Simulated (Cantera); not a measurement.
Cantera run:

```python
import numpy as np
import cantera as ct

gas_names = """
    B BH BH2 BH3 BN BO BO2 B2 B2O B2O2 B2O3 B3O3H3 H HBO HBO2 HNO HNO2 HNO3 HO2 H2 H2O H2O2 H3B3O6 N NH
    NH2 NH3 NH2OH NO NO2 NO3 N2 N2H2 N2H4 N2O O OH O2 O3
""".split()
cond_names = """
    B(b) B(L) BN(s) B2O3(L) B3O3H3(cr) H2O(s) H2O(L)
""".split()


# ... load() reads the species with a 1 bar reference pressure and builds the phases ...
atoms = {
    'B2H6': {'B': 2, 'H': 6},
    'N2': {'N': 2},
    'H2': {'H': 2},
    'O2': {'O': 2},
}
top_T = {'BN(s)': 3200}  # K; cautious upper limits of use, not melting points


# ... equilibrate(T, P, feed) seeds the gas with the atoms and calls Mixture.equilibrate('TP', solver="vcs", rtol=1e-11, max_steps=5000) ...
results = []
T = 750  # K
P = 900  # Pa
for m in [0.73, 0.99, 1.3, 1.8, 2.4, 3.3, 4.5]:
    feed = {'B2H6': 1, 'N2': 1.5, 'H2': 55, 'O2': m}  # mol
    mix = equilibrate(T, P, feed)
    results.append((T, P, feed, dict(zip(mix.species_names, mix.species_moles))))
    x = sorted(zip(gas.X, gas.species_names), reverse=True)
    print(f"T = {T:g} K  P = {P:g} Pa  n(O2) = {m:g} mol  gas = {mix.phase_moles(0):.4g} mol")
    print("   x: " + "  ".join(f"{s} {v:.3e}" for v, s in x if v > 0.0001))
    print("   condensed (mol): " + ("  ".join(f"{mix.phase(i).name} {mix.phase_moles(i):.4g}"
          for i in range(1, mix.n_phases) if mix.phase_moles(i) > 1e-12) or "none"))
```

It prints:

```
T = 750 K  P = 900 Pa  n(O2) = 0.73 mol  gas = 58.98 mol
   x: H2 9.829e-01  N2 1.655e-02  H2O 5.244e-04
   condensed (mol): BN(s) 1.047  B2O3(L) 0.4763
T = 750 K  P = 900 Pa  n(O2) = 0.99 mol  gas = 59.15 mol
   x: H2 9.800e-01  N2 1.942e-02  H2O 5.515e-04
   condensed (mol): BN(s) 0.7018  B2O3(L) 0.6491
T = 750 K  P = 900 Pa  n(O2) = 1.3 mol  gas = 59.35 mol
   x: H2 9.766e-01  N2 2.283e-02  H2O 5.800e-04
   condensed (mol): BN(s) 0.2896  B2O3(L) 0.8552
T = 750 K  P = 900 Pa  n(O2) = 1.8 mol  gas = 59.5 mol
   x: H2 9.647e-01  N2 2.521e-02  H2O 1.006e-02
   condensed (mol): B2O3(L) 0.9988
T = 750 K  P = 900 Pa  n(O2) = 2.4 mol  gas = 59.5 mol
   x: H2 9.446e-01  H2O 3.015e-02  N2 2.521e-02
   condensed (mol): B2O3(L) 0.994
T = 750 K  P = 900 Pa  n(O2) = 3.3 mol  gas = 59.49 mol
   x: H2 9.144e-01  H2O 6.023e-02  N2 2.521e-02  H3B3O6 1.890e-04
   condensed (mol): B2O3(L) 0.9831
T = 750 K  P = 900 Pa  n(O2) = 4.5 mol  gas = 59.49 mol
   x: H2 8.741e-01  H2O 1.003e-01  N2 2.521e-02  H3B3O6 4.060e-04
   condensed (mol): B2O3(L) 0.9638
```

Method: chemical equilibrium by Gibbs-energy minimisation in Cantera with the NASA 1993 tables (ideal gas, pure condensed phases). The feed counts by its element totals alone. N2 is the only nitrogen source here; it is nearly inert below about 1500 K, so the nitride shown seldom forms there in practice. Gases not in the tables: H3BO3.
